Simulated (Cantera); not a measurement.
Feed: 1 mol Si₃H₈, 290 mol N₂, held at 1175 K and 0.100 bar.

Cantera equilibrium calculation (NASA polynomials, part measured and part estimated; ideal gas, pure solids and liquids). Candidate condensed phases: Si, Si₃N₄; 18 gas species. The feed counts by its element totals alone. N₂ is the only nitrogen source here; it is nearly inert below about 1500 K, so the nitride shown seldom forms there in practice. Kinetics and transport are ignored.

Base state: N₂ 0.986, H₂ 0.0137 (mole fractions); condensed: Si₃N₄(s).

Q: What changes in the equilibrium state with this change: Si₃H₈ replaced by SiCl₄?

A: 
```
species        before    after
-------------  ------  -------
N₂              0.986    0.997
SiCl₄               0  0.00343
H₂             0.0137        0
Si₃N₄(s), mol    1.00        0
```
